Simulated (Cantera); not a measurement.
Input: 1 mol MgO, 0.7 mol CH4, 0.5 mol CO, held at 1925 K and 1.33 mbar.

Equilibrium computed with Cantera from the NASA thermochemical tables; the gas is ideal and each condensed phase is pure. Candidate condensed phases: C, C6H6, C7H8, C8H18, H2O, Mg, MgCO3, MgO, Mg(OH)2; 116 gas species. The tables' values for MgH are old estimates; treat these amounts as uncertain. Equilibrium is a limit: real reactors are often held back by kinetics, nucleation or transport.

Base state: H2 0.402, CO 0.356, Mg 0.217, H 0.0166, H2O 0.00693, CO2 0.00143, MgH 7.43e-5, MgOH 6.40e-5 (mole fractions); condensed: MgO(s).

**Question.** What changes in the equilibrium state with this change: MgO replaced by PbO?

**Answer.** 
```csv
species,before,after
CO,0.356,0.315
H2,0.402,0.312
Pb,0,0.276
Mg,0.217,0
CO2,0.00143,0.0156
H2O,0.00693,0.0666
H,0.0166,0.0146
PbO,0,0.000200
MgH,7.43e-5,0
MgOH,6.40e-5,0
"MgO(s), mol",0.272,0
```
Further candidate phases: Pb, PbO, PbO2, Pb3O4.
